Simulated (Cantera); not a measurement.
**Thermodynamics of carbon deposition, reforming and gasification, feed CO + H₂O**

Feed: 1 mol CO, 0.042 mol H₂O, at 2375 K and 21000 Torr.

These are equilibrium values from Cantera (NASA tables, ideal gas, pure condensed phases), not measurements of a reactor. Candidate condensed phases: C, C₆H₆, C₇H₈, C₈H₁₈, H₂O; 110 gas species. Kinetics and transport are ignored.

x(CO): 0.926
x(CO₂): 0.0333
x(H₂): 0.0331
x(H₂O): 0.00695
x(H): 0.000485
x(OH): 1.81e-5
x(HCO): 2.19e-6
gas amount: 1.042 mol
log10 activity of C(graphite) (absent): -2.38
